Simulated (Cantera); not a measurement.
Feed: 1 mol SiH2Cl2, 14 mol NH3, a varied amount of N2, held at 2073.15 K and 10.0 Torr.

Points: n(N2) (mol) = 1.8, 3.4, 6.7, 13, 25, 50, 97.

Cantera's Mixture.equilibrate('TP', solver="vcs", rtol=1e-11, max_steps=5000) on the NASA tables stopped like this:

```
ERROR: FAILURE its = 5001!

*******************************************************************************
CanteraError thrown by MultiPhase::equilibrate:
VCS solver failed. Return code: -1
*******************************************************************************
```

Problem. What got this run through?

Solution. This is not unique; one that fits is The failure is numerical, not chemical. The same input converged with solver="gibbs", rtol=1e-10, max_steps=50000, and the result passed a check of the equilibrium conditions:
```
log10 of partial pressures in bar; condensed amounts in mol
     n(N2)        N2        H2       HCL         H        Si     SiCL2      SiCL     Si(L)
       1.8    -2.441    -2.064    -3.216    -3.612    -4.001    -4.025    -4.859    0.4592
       3.4    -2.390    -2.086    -3.238    -3.622    -4.001    -4.047    -4.870    0.4446
       6.7    -2.311    -2.127    -3.279    -3.643    -4.001    -4.089    -4.891    0.4145
        13    -2.215    -2.196    -3.349    -3.677    -4.001    -4.159    -4.926    0.3575
        25    -2.117    -2.303    -3.457    -3.731    -4.001    -4.268    -4.981    0.2499
        50    -2.029    -2.467    -3.623    -3.813    -4.001    -4.435    -5.064   0.02813
        97    -1.967    -2.669    -3.800    -3.914    -4.144    -4.730    -5.284         0
```

The gas is ideal and each condensed phase is pure. The tables' values for SiCl, SiN are old estimates; treat these amounts as uncertain. Gases not in the tables: Si2H6 and higher silanes.
